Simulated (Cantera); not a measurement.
An isothermal, constant-pressure homogeneous reactor starts with CH4 : CO2 = 1 : 1.4 (molar parts), at 1925 K and 12000 Pa. Integrator tolerance rtol = 1e-08.

Cantera simulation using GRI-Mech 3.0 (53 species, 325 reactions); the numbers are that mechanism's predictions, not measurements.

What does this change do: temperature 1925 to 1325 K?


```json
[
 {"quantity": "x(CH4) at 6.00 s", "before": "4.47e-10 (gas-phase equilibrium 5.09e-10)", "after": "0.399 (gas-phase equilibrium 4.10e-7)"},
 {"quantity": "x(CO2) at 6.00 s", "before": "0.0218 (gas-phase equilibrium 0.0218)", "after": "0.575 (gas-phase equilibrium 0.0369)"},
 {"quantity": "x(OH) at 6.00 s", "before": "2.67e-5 (gas-phase equilibrium 2.67e-5)", "after": "4.75e-10 (gas-phase equilibrium 5.92e-9)"},
 {"quantity": "x(C2H6) at 6.00 s", "before": "<1e-12 (gas-phase equilibrium <1e-12)", "after": "0.000281 (gas-phase equilibrium <1e-12)"},
 {"quantity": "x(CH2O) at 6.00 s", "before": "9.88e-9 (gas-phase equilibrium 9.88e-9)", "after": "1.06e-6 (gas-phase equilibrium 1.13e-8)"},
 {"quantity": "x(C2H4) at 6.00 s", "before": "<1e-12 (gas-phase equilibrium <1e-12)", "after": "0.00176 (gas-phase equilibrium <1e-12)"},
 {"quantity": "x(CH3) at 6.00 s", "before": "3.99e-11 (gas-phase equilibrium 4.54e-11)", "after": "4.32e-5 (gas-phase equilibrium 6.08e-11)"}
]
```

What does this change do: temperature 1925 to 1250 K?


| quantity | before | after |
|---|---|---|
| x(CH4) at 6.00 s | 4.47e-10 (gas-phase equilibrium 5.09e-10) | 0.415 (gas-phase equilibrium 1.53e-6) |
| x(CO2) at 6.00 s | 0.0218 (gas-phase equilibrium 0.0218) | 0.583 (gas-phase equilibrium 0.0404) |
| x(OH) at 6.00 s | 2.67e-5 (gas-phase equilibrium 2.67e-5) | 5.88e-12 (gas-phase equilibrium 1.15e-9) |
| x(C2H6) at 6.00 s | <1e-12 (gas-phase equilibrium <1e-12) | 0.000191 (gas-phase equilibrium <1e-12) |
| x(CH2O) at 6.00 s | 9.88e-9 (gas-phase equilibrium 9.88e-9) | 3.22e-7 (gas-phase equilibrium 1.17e-8) |
| x(C2H4) at 6.00 s | <1e-12 (gas-phase equilibrium <1e-12) | 0.000310 (gas-phase equilibrium 1.45e-12) |
| x(CH3) at 6.00 s | 3.99e-11 (gas-phase equilibrium 4.54e-11) | 1.27e-5 (gas-phase equilibrium 6.56e-11) |
